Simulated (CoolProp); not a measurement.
R123 at 293.15 K and 0.045 MPa flows at 0.2 m/s in a round tube of 4.6 mm bore and 1.5 µm roughness, fully developed (64/Re and Nu = 3.66 if laminar; Colebrook and Gnielinski if turbulent). Each further row changes one setting.

Model: reference Helmholtz-energy equation of state, Younglove 1994, in CoolProp. It is a modified Benedict-Webb-Rubin equation, recast in Helmholtz form.

```json
[
 {"case": "as stated", "Reynolds number": "251", "Darcy friction factor": "0.255", "pressure drop (Pa/m)": "3.20", "heat-transfer coefficient (W/(m² K))": "7.08", "mass flow (kg/h)": "0.0345"},
 {"case": "velocity 0.4 m/s", "Reynolds number": "501", "Darcy friction factor": "0.128", "pressure drop (Pa/m)": "6.40", "heat-transfer coefficient (W/(m² K))": "7.08", "mass flow (kg/h)": "0.0690"},
 {"case": "diameter 9.2 mm", "Reynolds number": "501", "Darcy friction factor": "0.128", "pressure drop (Pa/m)": "0.800", "heat-transfer coefficient (W/(m² K))": "3.54", "mass flow (kg/h)": "0.138"}
]
```

Viscosity comes from a separate model (Tanaka 1996). Thermal conductivity comes from a separate model (Laesecke 1996).
